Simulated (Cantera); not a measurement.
Feed: 1 mol SiCl₄, 0.076 mol CH₄, 13 mol H₂, equilibrated at 1348 K and 27.0 mbar.

Cantera equilibrium calculation (NASA polynomials, part measured and part estimated; ideal gas, pure solids and liquids). The tables' values for SiCl₃ are old estimates; treat these amounts as uncertain. The numbers say what is thermodynamically allowed, not how fast it happens.

| species | before | after |
|---|---|---|
| H₂ | 0.817 | 0.793 |
| HCl | 0.122 | 0.142 |
| SiCl₂ | 0.0456 | 0.0595 |
| Si | 6.25e-9 | 0.000282 |
| SiH | 5.98e-9 | 3.82e-5 |
| SiCl | 4.25e-7 | 0.000416 |
| SiCl₄ | 0.00618 | 7.76e-6 |
| Cl | 1.58e-6 | 0.000481 |
| H | 1.27e-5 | 0.00355 |
| SiC(s), mol | 0.0760 | 0.0759 |
Gas species are given as mole fractions.

Q: What was changed between the two runs?
A. SiCl₄ replaced by (CH₃)₂SiCl₂
B. temperature from 1348 K to 2075 K
C. CH₄ from 0.076 to 0.95 mol
D. temperature from 1348 K to 1875 K

A: D, temperature from 1348 K to 1875 K. The tables' values for SiCl₃, SiCl are old estimates; treat these amounts as uncertain. Gases not in the tables: Si₂H₆ and higher silanes
